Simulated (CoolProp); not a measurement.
Saturation properties of R245ca (Tc = 447.6 K, pc = 3941 kPa, ω = 0.355).

Values from CoolProp's reference Helmholtz-energy equation of state, Zhou 2016.

```tsv
T (K)	p (kPa)	liquid density (kg/m³)	vapour density (kg/m³)	enthalpy of vaporisation (kJ/kg)	surface tension (mN/m)
287.4	64.91	1414	3.746	210.4	17.7
296.8	95.17	…	5.368	205.1	16.5
306.2	135.6	1367	7.498	199.7	15.3
315.6	188.4	…	…	194.2	14.0
324.9	255.0	1318	13.68	188.5	12.8
334.3	339.4	1292	18.02	182.6	11.6
343.7	443.6	1265	23.41	176.4	10.5
353.1	570.5	1236	…	169.9	9.30
362.5	723.0	1207	38.11	163.0	8.16
```

**Question.** Fill in the missing entries.

**Answer.** 
- 296.8, liquid density (kg/m³): 1391
- 315.6, liquid density (kg/m³): 1342
- 315.6, vapour density (kg/m³): 10.24
- 353.1, vapour density (kg/m³): 30.02

It boils at 298.4 K under 1 atm.

Surface tension comes from a separate correlation (Mulero 2012).
